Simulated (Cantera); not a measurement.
# Iron carbonyl, mercury and lead vapours: PbO + O2 + H2 + CO

Charge: 1 mol PbO, 0.017 mol O2, 0.17 mol H2, 1.4 mol CO, held at 900 K and 87000 Pa.

Equilibrium computed with Cantera from the NASA thermochemical tables; the gas is ideal and each condensed phase is pure. Candidate condensed phases: C, C6H6, C7H8, C8H18, H2O, Pb, PbO, PbO2, Pb3O4; 113 gas species. The numbers say what is thermodynamically allowed, not how fast it happens.

```json
{
 "x(CO2)": "0.608",
 "x(CO)": "0.284",
 "x(H2)": "0.0556",
 "x(H2O)": "0.0517",
 "x(CH4)": "0.000540",
 "x(Pb)": "1.57e-6",
 "n(Pb(l))": "1.000 mol",
 "gas_amount": "1.568 mol",
 "log10 activity of C(graphite) (absent)": "-0.19",
 "log10 activity of PbO2(s) (absent)": "-17.38"
}
```
